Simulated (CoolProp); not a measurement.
Saturation properties of chlorine (Tc = 416.9 K, pc = 76.42 bar, ω = 0.070).

Computed with CoolProp (reference Helmholtz-energy equation of state, Thol 2021).

```tsv
T (K)	p (bar)	liquid density (kg/m³)	enthalpy of vaporisation (kJ/kg)	vapour Z
329.6	16.70	1289	220.2	0.8212
332.8	?	1277	217.0	0.8127
336	19.17	1266	213.7	0.8039
339.2	20.49	1254	210.3	0.7948
342.3	21.84	1242	207.0	0.7858
345.5	?	?	203.4	0.7762
348.7	24.81	1217	?	0.7663
351.9	26.39	1204	195.9	0.7561
355.1	28.05	1191	192.0	0.7455
358.3	29.78	1178	187.9	0.7346
361.5	31.58	1164	183.7	0.7234
```

**Question.** Some entries are withheld; supply them.

**Answer.** 
- 332.8, p (bar): 17.91
- 345.5, p (bar): 23.29
- 345.5, liquid density (kg/m³): 1230
- 348.7, enthalpy of vaporisation (kJ/kg): 199.7

It boils at 239.2 K under 1 atm.
